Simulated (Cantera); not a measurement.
Input (Python, Cantera) and output of one run.

```python
import numpy as np
import cantera as ct

gas_names = """
    AL ALCL ALCL2 ALCL3 ALN ALO ALOCL ALO2 AL2 AL2CL6 AL2O AL2O2 CL CLO CL2 N NO NO2 NO3 N2 N2O O O2 O3
""".split()
cond_names = """
    AL(cr) AL(L) ALCL3(s) ALCL3(L) ALN(s) AL2O3(a) AL2O3(L)
""".split()


def load(file, names, dense=False):
    # The tables refer to 1 bar. Condensed volumes are neglected.
    table = {s.name: s for s in ct.Species.list_from_file(file)}
    out = []
    for n in names:
        d = dict(table[n].input_data)
        d["thermo"] = dict(d["thermo"], **{"reference-pressure": 1e5})
        if dense:
            d["equation-of-state"] = {"model": "constant-volume", "density": "1e6 g/cm^3"}
        out.append(ct.Species.from_dict(d))
    return out


gas = ct.Solution(thermo="ideal-gas", species=load("nasa_gas.yaml", gas_names))
cond = {s.name: ct.Solution(thermo="fixed-stoichiometry", species=[s], name=s.name)
        for s in load("nasa_condensed.yaml", cond_names, dense=True)}
atoms = {
    'AlCl3': {'AL': 1, 'CL': 3},
    'N2O': {'N': 2, 'O': 1},
    'N2': {'N': 2},
}
top_T = {'ALN(s)': 2750}  # K; cautious upper limits of use, not melting points


def equilibrate(T, P, feed):
    n = {}
    for name, mol in feed.items():
        for a, k in atoms[name].items():
            n[a] = n.get(a, 0.0) + k * mol
    gas.TPX = T, P, n
    mass = sum(n.values()) * gas.mean_molecular_weight
    gas.equilibrate("TP")
    valid = [c for c in cond.values() if c.min_temp <= T <= top_T.get(c.name, c.max_temp)]
    mix = ct.Mixture([(gas, mass / gas.mean_molecular_weight)] + [(c, 0.0) for c in valid])
    mix.T, mix.P = T, P
    mix.equilibrate("TP", solver="vcs", rtol=1e-11, max_steps=5000)
    return mix


results = []
feed = {'AlCl3': 1, 'N2O': 23, 'N2': 310}  # mol
T = 2200  # K
P = 14000  # Pa
mix = equilibrate(T, P, feed)
results.append((T, P, feed, dict(zip(mix.species_names, mix.species_moles))))
print(gas.report(threshold=0.0001))
for i in range(1, mix.n_phases):
    print(f"{mix.phase(i).name:16s} {mix.phase_moles(i):12.5e} mol")
```

Output:

```
       temperature   2200 K
          pressure   14000 Pa
           density   0.021572 kg/m^3
  mean mol. weight   28.185 kg/kmol
   phase of matter   gas

                          1 kg             1 kmol
                     ---------------   ---------------
          enthalpy        2.3071e+06        6.5027e+07  J
   internal energy        1.6581e+06        4.6735e+07  J
           entropy            9713.1        2.7377e+05  J/K
    Gibbs function       -1.9062e+07       -5.3726e+08  J
 heat capacity c_p            1286.1             36248  J/K
 heat capacity c_v            991.07             27934  J/K

                      mass frac. Y      mole frac. X     chem. pot. / RT
                     ---------------   ---------------   ---------------
                CL          0.010846         0.0086235           -23.005
                NO         0.0053949         0.0050676           -31.966
                N2           0.95142           0.95724           -29.276
                 O         0.0006846         0.0012061           -17.327
                O2          0.031611          0.027844           -34.655
     [  +19 minor]        4.4387e-05        1.9266e-05

AL(L)             0.00000e+00 mol
ALCL3(L)          0.00000e+00 mol
ALN(s)            0.00000e+00 mol
AL2O3(a)          4.98890e-01 mol
```

Method: chemical equilibrium by Gibbs-energy minimisation in Cantera with the NASA 1993 tables (ideal gas, pure condensed phases).
